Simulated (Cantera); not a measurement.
Feed: 1 mol CH3Cl, 12 mol H2, equilibrated at 2202 °C and 2.20 mbar.

Equilibrium computed with Cantera from the NASA thermochemical tables; the gas is ideal and each condensed phase is pure. Candidate condensed phases: C, C6H6, C7H8, C8H18; 91 gas species. Equilibrium is a limit: real reactors are often held back by kinetics, nucleation or transport.

Base state: H2 0.573, H 0.363, HCl 0.0399, Cl 0.0179, C2H2 (acetylene) 0.00557, C2H 0.000240, C3 0.000153, C 5.35e-5 (mole fractions); condensed: C(graphite).

Problem. What changes in the equilibrium state with this change: temperature from 2202 °C to 1850 °C?

Solution. 
```tsv
species	before	after
H2	0.573	0.859
H	0.363	0.0709
HCl	0.0399	0.0648
Cl	0.0179	0.00393
C2	1.40e-5	1.88e-8
C3	0.000153	2.18e-7
C	5.35e-5	1.68e-7
C(graphite), mol	0.788	0.958
```

Problem. What changes in the equilibrium state with this change: pressure from 2.20 mbar to 1.00 bar?

Solution. 
```tsv
species	before	after
H2	0.573	0.899
HCl	0.0399	0.0695
H	0.363	0.0213
Cl	0.0179	0.00117
CH4	1.13e-7	0.000126
C2	1.40e-5	3.08e-8
C3	0.000153	3.36e-7
C(graphite), mol	0.788	0.747
```
